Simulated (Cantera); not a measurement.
# NO annealing gas

An isothermal, constant-pressure homogeneous reactor starts with 21.3 % NO, 78.7 % N2, at 2075 K and 1.50 bar.

Computed with Cantera and GRI-Mech 3.0 (53 species, 325 reactions).

| t (s) | x NO | x NO2 | x N2O | x O2 | x N2 | x O |
|---|---|---|---|---|---|---|
| 4.00e-6 | 0.213 | 3.50e-8 | 5.27e-7 | 7.05e-10 | 0.787 | 5.04e-7 |
| 2.32e-5 | 0.213 | 8.14e-7 | 2.90e-6 | 2.14e-8 | 0.787 | 2.48e-6 |
| 0.000135 | 0.213 | 9.67e-6 | 1.26e-5 | 8.07e-7 | 0.787 | 1.33e-5 |
| 0.000783 | 0.212 | 5.04e-5 | 2.30e-5 | 5.64e-5 | 0.787 | 5.93e-5 |
| 0.00455 | 0.211 | 5.94e-5 | 2.28e-5 | 0.000711 | 0.788 | 6.96e-5 |
| 0.0264 | 0.203 | 7.59e-5 | 2.11e-5 | 0.00459 | 0.792 | 9.11e-5 |
| 0.153 | 0.160 | 0.000111 | 1.29e-5 | 0.0262 | 0.814 | 0.000165 |
| 0.890 | 0.0416 | 4.97e-5 | 1.26e-6 | 0.0854 | 0.873 | 0.000281 |
| 5.17 | 0.00705 | 9.21e-6 | 5.08e-7 | 0.103 | 0.890 | 0.000307 |
| 30.0 | 0.00697 | 9.11e-6 | 5.08e-7 | 0.103 | 0.890 | 0.000307 |
x: mole fraction; the columns are a selection and need not sum to one.

Equilibrium at this temperature and pressure: NO 0.00697, NO2 9.11e-6, N2O 5.08e-7, O2 0.103, N2 0.890, O 0.000307 (gas phase only).
